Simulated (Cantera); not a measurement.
Input (Python, Cantera):

```python
import numpy as np
import cantera as ct

gas = ct.Solution("h2o2.yaml")
gas.TPX = 1400, 100000, {'H2': 0.52, 'O2': 1, 'N2': 16}
reactor = ct.IdealGasConstPressureReactor(gas, energy="off", clone=False)
net = ct.ReactorNet([reactor])
net.rtol, net.atol = 1e-08, 1e-18
show = ['H2', 'O2', 'H2O2', 'OH', 'HO2', 'H', 'H2O']
times = np.geomspace(2e-05, 10, 14)

steps = ct.SolutionArray(gas, extra=["t"])
rows = []
print(f"{'t/s':>10s}{'T/K':>9s}{'P/Pa':>11s}" + "".join(f"{s:>11s}" for s in show))
for t in times:
    while net.time < t:
        t_next = net.step()
        steps.append(gas.state, t=t_next)
    rows.append([np.interp(t, steps.t, y) for y in (steps.T, steps.P, *steps(*show).X.T)])
    print(f"{t:10.3e}{rows[-1][0]:9.1f}{rows[-1][1]:11.4g}" + "".join(f"{x:11.3e}" for x in rows[-1][2:]))
rate = np.gradient(steps.T, steps.t)
print("integrator steps:", len(steps.t))
if steps.T.max() > steps.T[0] + 200:
    print(f"time of steepest temperature rise: {steps.t[rate.argmax()]:.4e} s")
gas.TPX = 1400, 100000, {'H2': 0.52, 'O2': 1, 'N2': 16}
gas.equilibrate("TP")
print(f"equilibrium (TP): T = {gas.T:.1f} K  " + "  ".join(f"{s} {gas[s].X[0]:.3e}" for s in show))
```

It prints:

```
       t/s      T/K       P/Pa         H2         O2       H2O2         OH        HO2          H        H2O
 2.000e-05   1400.0      1e+05  2.968e-02  5.708e-02  4.212e-10  1.420e-07  8.698e-08  4.401e-07  5.927e-07
 5.488e-05   1400.0      1e+05  2.877e-02  5.659e-02  8.304e-08  1.379e-04  1.204e-05  4.108e-04  6.328e-04
 1.506e-04   1400.0      1e+05  1.553e-03  4.178e-02  8.878e-07  1.673e-03  1.186e-05  3.980e-03  2.555e-02
 4.132e-04   1400.0      1e+05  3.320e-04  4.248e-02  4.850e-07  7.327e-04  7.984e-06  3.272e-04  2.923e-02
 1.134e-03   1400.0      1e+05  4.203e-05  4.278e-02  1.412e-07  2.560e-04  2.386e-06  1.400e-05  2.994e-02
 3.111e-03   1400.0      1e+05  6.072e-06  4.284e-02  3.573e-08  1.019e-04  4.843e-07  8.537e-07  3.007e-02
 8.537e-03   1400.0      1e+05  1.259e-06  4.286e-02  1.011e-08  4.855e-05  1.155e-07  9.103e-08  3.010e-02
 2.343e-02   1400.0      1e+05  3.511e-07  4.287e-02  3.308e-09  2.628e-05  3.668e-08  1.448e-08  3.011e-02
 6.428e-02   1400.0      1e+05  1.271e-07  4.287e-02  1.299e-09  1.593e-05  1.850e-08  3.293e-09  3.012e-02
 1.764e-01   1400.0      1e+05  7.213e-08  4.287e-02  7.584e-10  1.193e-05  1.530e-08  1.432e-09  3.012e-02
 4.840e-01   1400.0      1e+05  6.620e-08  4.287e-02  6.977e-10  1.140e-05  1.507e-08  1.261e-09  3.012e-02
 1.328e+00   1400.0      1e+05  6.617e-08  4.287e-02  6.974e-10  1.139e-05  1.506e-08  1.260e-09  3.012e-02
 3.644e+00   1400.0      1e+05  6.617e-08  4.287e-02  6.974e-10  1.139e-05  1.506e-08  1.260e-09  3.012e-02
 1.000e+01   1400.0      1e+05  6.617e-08  4.287e-02  6.974e-10  1.139e-05  1.506e-08  1.260e-09  3.012e-02
integrator steps: 1555
equilibrium (TP): T = 1400.0 K  H2 6.617e-08  O2 4.287e-02  H2O2 6.974e-10  OH 1.139e-05  HO2 1.506e-08  H 1.260e-09  H2O 3.012e-02
```

Detailed kinetics in Cantera: the H2/O2 subset of GRI-Mech 3.0, which has no nitrogen chemistry.
